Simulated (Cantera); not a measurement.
Charge: 1 mol TEOS, 2.8 mol N₂O, 14 mol H₂, held at 0.100 bar.

Equilibrium computed with Cantera from the NASA thermochemical tables; the gas is ideal and each condensed phase is pure. Candidate condensed phases: C, C₆H₆, C₇H₈, C₈H₁₈, H₂O, Si, SiC, SiO₂, Si₂N₂O, Si₃N₄; 151 gas species. The feed counts by its element totals alone. The tables hold silica as quartz up to 1696 K and as liquid above; real silica turns to tridymite and cristobalite and melts near 1996 K. Equilibrium is a limit: real reactors are often held back by kinetics, nucleation or transport.

x: gas mole fraction; n: condensed amount in mol.

```csv
T (°C),x H₂,x CH₄,x H₂O,x CO,x N₂,x CO₂,x H,n SiO₂(α-quartz),n C(graphite),n SiO₂(β-quartz),n Si₂N₂O(s),n SiC(s)
300,0.189,0.416,0.242,9.93e-5,0.147,0.00520,<1e-12,1.00,?,0,0,0
450,0.547,0.159,0.140,0.0125,0.117,0.0245,<1e-12,1.00,?,0,0,0
600,0.731,0.0240,0.0326,0.105,0.0947,0.0125,1.27e-10,0,?,1.00,0,0
750,0.754,0.00427,0.00306,0.148,0.0893,0.000789,1.14e-8,0,3.19,1.00,0,0
900,0.758,0.00112,0.000408,0.152,0.0887,6.41e-5,3.25e-7,0,3.18,1.00,0,0
1050,0.759,0.000392,8.45e-5,0.152,0.0886,9.11e-6,4.37e-6,0,3.19,1.000,0,0
1200,0.736,0.000159,2.98e-5,0.193,0.0705,3.16e-6,3.43e-5,0,?,0,0.500,0
1350,0.714,7.55e-5,1.09e-5,0.202,0.0830,9.94e-7,0.000185,0,0.219,0,0,0.979
1500,0.713,4.28e-5,4.69e-6,0.201,0.0826,3.56e-7,0.000760,0,0.216,0,0,0.965
1650,0.710,2.65e-5,2.30e-6,0.201,0.0819,1.51e-7,0.00251,0,?,0,0,0.947
1800,0.705,1.75e-5,1.25e-6,0.199,0.0806,7.27e-8,0.00698,0,?,0,0,0.923
```

Problem. Some entries are withheld; supply them.

Solution. 
- 300, n C(graphite): 0
- 450, n C(graphite): 3.31
- 600, n C(graphite): 3.82
- 1200, n C(graphite): 1.69
- 1650, n C(graphite): 0.191
- 1800, n C(graphite): 0.125
